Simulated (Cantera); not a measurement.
Feed: 1 mol SiC, 0.1 mol CO2, a varied amount of H2, held at 1825 °C and 0.0293 Torr.

Cantera equilibrium calculation (NASA polynomials, part measured and part estimated; ideal gas, pure solids and liquids). Candidate condensed phases: C, C6H6, C7H8, C8H18, H2O, Si, SiC, SiO2; 123 gas species. Rates play no part.

Task: At 100 mol H2, list the 5 most abundant gas species with their mole fractions, and the condensed phases.

Result: H2 0.606, H 0.384, Si 0.00747, CO 0.00160, C2H2 (acetylene) 0.000865. Condensed: C(graphite).
